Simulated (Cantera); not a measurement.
Feed: 1 mol C2H4, 1.6 mol H2, held at 1325 K.

Points: P (Pa) = 10, 72, 520, 3700, 27000, 190000, 1.4e+06, 1e+07.

Cantera's Mixture.equilibrate('TP', solver="vcs", rtol=1e-11, max_steps=5000) on the NASA tables stopped like this:

```
ERROR: FAILURE its = 5001!

*******************************************************************************
CanteraError thrown by MultiPhase::equilibrate:
VCS solver failed. Return code: -1
*******************************************************************************
```

### Question
What got this run through?

### Answer
This is not unique; one that fits is The failure is numerical, not chemical. The same input converged with solver="gibbs", rtol=1e-10, max_steps=50000, and the result passed a check of the equilibrium conditions:
```
log10 of partial pressures in bar; condensed amounts in mol
      P/Pa        H2       CH4      C2H6         H     C(gr)
        10    -4.000   -10.173   -19.156    -7.786         2
        72    -3.143    -8.458   -16.583    -7.358         2
       520    -2.284    -6.741   -14.007    -6.928         2
      3700    -1.432    -5.037   -11.451    -6.502     1.999
   2.7e+04    -0.569    -3.312    -8.864    -6.071     1.993
   1.9e+05     0.273    -1.626    -6.335    -5.650     1.956
   1.4e+06     1.110     0.047    -3.825    -5.231     1.734
     1e+07     1.836     1.498    -1.649    -4.869     1.137
```

The gas is ideal and each condensed phase is pure. The ideal-gas law is rough above about 30 bar.
